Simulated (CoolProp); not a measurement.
Properties of cyclopentane at several states.

Model: reference Helmholtz-energy equation of state, Gedanitz 2015, in CoolProp.

```csv
T (K),p (kPa),phase,density (kg/m³),Prandtl number,fugacity coefficient
378.7,18,gas,0.4024,___,0.9964
327.5,328,liquid,___,___,0.3530
341,1870,liquid,698.4,___,0.09695
441.2,2730,liquid,___,___,___
```

Q: Fill in the missing entries.

A: 
- 378.7, Prandtl number: 0.769
- 327.5, density (kg/m³): 710.8
- 327.5, Prandtl number: 4.07
- 341, Prandtl number: 3.96
- 441.2, density (kg/m³): 571.4
- 441.2, Prandtl number: 3.35
- 441.2, fugacity coefficient: 0.4899

Viscosity comes from a separate model (Chung 1988), a generic estimate that can be far off for the liquid and wasn't checked against measurements. Thermal conductivity comes from a separate model (Vassiliou 2015).
